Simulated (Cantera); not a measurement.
# Low-pressure radical oxidation in H2/O2

A perfectly stirred reactor is fed with 1.28 % H₂, 98.7 % O₂, equivalence ratio 0.0065, at 10.00 Torr; it is held at 1025 K, and followed from long to short residence time.

Cantera simulation using the H2/O2 subset of GRI-Mech 3.0, which has no nitrogen chemistry; the numbers are that mechanism's predictions, not measurements. Radical loss at walls, strong at low pressure, is not modelled.

| τ (s) | x H₂ | x O₂ | x H | x H₂O | x H₂O₂ |
|---|---|---|---|---|---|
| 5.5 | 6.00e-5 | 0.987 | 1.02e-5 | 0.0128 | 2.28e-8 |
| 1.6 | 0.000118 | 0.986 | 3.36e-5 | 0.0127 | 2.91e-8 |
| 0.47 | 0.000232 | 0.985 | 0.000104 | 0.0125 | 3.83e-8 |
| 0.14 | 0.000467 | 0.984 | 0.000289 | 0.0120 | 5.26e-8 |
| 0.040 | 0.00101 | 0.982 | 0.000697 | 0.0111 | 7.76e-8 |
| 0.012 | 0.00226 | 0.981 | 0.00121 | 0.00947 | 1.16e-7 |
| 0.0034 | 0.00538 | 0.982 | 0.00124 | 0.00623 | 1.50e-7 |
x: mole fraction; the columns are a selection and need not sum to one.
